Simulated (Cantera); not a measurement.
An adiabatic, constant-volume homogeneous reactor starts with CH4 : O2 : N2 : H2O = 1 : 2.82 : 10.6 : 0.54 (molar parts), at 1050 K and 360 Torr. Integrator tolerance rtol = 1e-08.

Computed with Cantera and GRI-Mech 3.0 (53 species, 325 reactions).

| quantity | before | after |
|---|---|---|
| time of steepest temperature rise | 0.822 s | 0.995 s |
| temperature at 2.00 s | 2516 K | 2507 K |
| equilibrium temperature | 2516 K | 2507 K |
| x(CH4) at 2.00 s | <1e-12 (gas-phase equilibrium <1e-12) | <1e-12 (gas-phase equilibrium <1e-12) |
| x(O2) at 2.00 s | 0.0509 (gas-phase equilibrium 0.0509) | 0.0512 (gas-phase equilibrium 0.0512) |
| x(H2O) at 2.00 s | 0.156 (gas-phase equilibrium 0.156) | 0.156 (gas-phase equilibrium 0.156) |
| x(HCN) at 2.00 s | 3.25e-11 (gas-phase equilibrium 3.25e-11) | 3.00e-11 (gas-phase equilibrium 3.00e-11) |
| x(H) at 2.00 s | 0.00162 (gas-phase equilibrium 0.00162) | 0.00178 (gas-phase equilibrium 0.00178) |
| x(CH2) at 2.00 s | <1e-12 (gas-phase equilibrium <1e-12) | <1e-12 (gas-phase equilibrium <1e-12) |

What was changed between the two runs?
A) pressure from 360 Torr to 1430 Torr
B) initial temperature 1050 to 1400 K
C) pressure from 360 Torr to 293 Torr
D) constant pressure in place of constant volume

C, pressure from 360 Torr to 293 Torr
